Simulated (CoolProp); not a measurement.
CH2F2 (R32) along the isobar 0.536 MPa: density (kg/m³) from the reference equation and from simpler models built on Tc = 351.3 K, pc = 5.783 MPa, ω = 0.277; each cubic takes its own stable root.

Computed with CoolProp (reference Helmholtz-energy equation of state, Tillner-Roth 1997).

```
T (K)   phase  reference
-----  ------  ---------
227.5  liquid       1197
241.7  liquid       1156
255.9  liquid       1112
270       gas      13.84
284.2     gas      12.86
298.4     gas      12.06
312.6     gas      11.37
326.8     gas      10.78
340.9     gas      10.26
355.1     gas      9.790
369.3     gas      9.367
383.5     gas      8.984
397.7     gas      8.633
411.8     gas      8.313
426       gas      8.016
```

How far does each simpler model (Redlich-Kwong, Soave-Redlich-Kwong) lie from the reference over these 15 states: mean and median of the absolute difference, and the worst?


- Redlich-Kwong: mean 10.7 %, median 0.8 %, worst -98.7 % at 255.9 K and 0.536 MPa
- Soave-Redlich-Kwong: mean 5.1 %, median 0.7 %, worst -22.2 % at 255.9 K and 0.536 MPa

At some of these states Redlich-Kwong gives the other phase, because its saturation line lies elsewhere.
